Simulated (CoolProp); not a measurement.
Vapour-liquid equilibrium of R134a (1) + R245fa (2) at 214.3 K; x and y are mole fractions of (1).

Computed with CoolProp (multi-fluid Helmholtz-energy mixture model, Tillner-Roth 1994 and Akasaka 2015; pair parameters Akasaka 2014).

| x | bubble pressure (kPa) | y at the bubble point | dew pressure at overall composition x (kPa) | liquid density (mol/L) |
|---|---|---|---|---|
| 0.05 | 2.255 | 0.390 | … | … |
| 0.2 | … | 0.749 | 1.771 | 12.05 |
| 0.35 | 6.994 | 0.864 | 2.132 | 12.44 |
| 0.5 | 9.322 | 0.921 | 2.676 | … |
| 0.65 | 11.65 | 0.955 | 3.592 | 13.28 |
| 0.8 | … | … | 5.455 | 13.74 |
| 0.95 | 16.34 | 0.995 | … | 14.24 |

Q: Some entries are withheld; supply them.

A: 
- 0.05, dew pressure at overall composition x (kPa): 1.515
- 0.05, liquid density (mol/L): 11.66
- 0.2, bubble pressure (kPa): 4.645
- 0.5, liquid density (mol/L): 12.85
- 0.8, bubble pressure (kPa): 13.99
- 0.8, y at the bubble point: 0.978
- 0.95, dew pressure at overall composition x (kPa): 11.23

No azeotrope shows between x = 0.05 and 0.95.

Pair parameters are fitted to limited data, so mixtures are less certain than the pure fluids.
